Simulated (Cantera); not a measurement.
Charge: 1 mol PbO, 4.2 mol CH4, 1.8 mol N2, held at 1973.15 K and 0.705 Torr.

These are equilibrium values from Cantera (NASA tables, ideal gas, pure condensed phases), not measurements of a reactor. Candidate condensed phases: C, C6H6, C7H8, C8H18, H2O, Pb, PbO, PbO2, Pb3O4; 139 gas species. The numbers say what is thermodynamically allowed, not how fast it happens.

Base state: H2 0.656, N2 0.143, CO 0.0805, Pb 0.0805, H 0.0357, HCN 0.00405, C2H2 (acetylene) 0.000421, HNC 0.000219 (mole fractions); condensed: C(graphite).

Q: What changes in the equilibrium state with this change: pressure from 0.705 Torr to 57.0 Torr?

A: 
```
species             before     after
----------------  --------  --------
H2                   0.656     0.682
N2                   0.143     0.145
CO                  0.0805    0.0818
H                   0.0357   0.00405
Pb                  0.0805    0.0818
CH4                1.84e-7   1.62e-5
C2H2 (acetylene)  0.000421  0.000438
HNC               0.000219  0.000225
HCN                0.00405   0.00417
C(graphite), mol      3.14      3.14
```
